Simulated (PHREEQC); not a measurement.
Consider water at 46 °C with 73 mmol/kgw HF and 1 mmol/kgw NH4HF2. Closed to the air; pH follows from the charge balance.

Model: ion-association model, phreeqc.dat, run in PHREEQC.

```csv
quantity,before,after
pH,2.24,2.30
ionic strength (mol/kgw),0.00728,0.00646
HF (mol/kgw),0.0661,0.0671
F- (mol/kgw),0.00567,0.00499
HF2- (mol/kgw),0.00161,0.00147
NH3 (mol/kgw),3.56e-10,9.30e-10
```

Problem. What was changed between the two runs?
(A) 0.067 mol/kgw HCl added
(B) temperature from 46 to 60 °C
(C) diluted 5-fold with water
(D) HF left out
(E) 0.015 mol/kgw NH3 added

Solution. B, temperature from 46 to 60 °C

This is a speciation only: nothing precipitates in the calculation. Constants without temperature data keep their 25 °C values here.
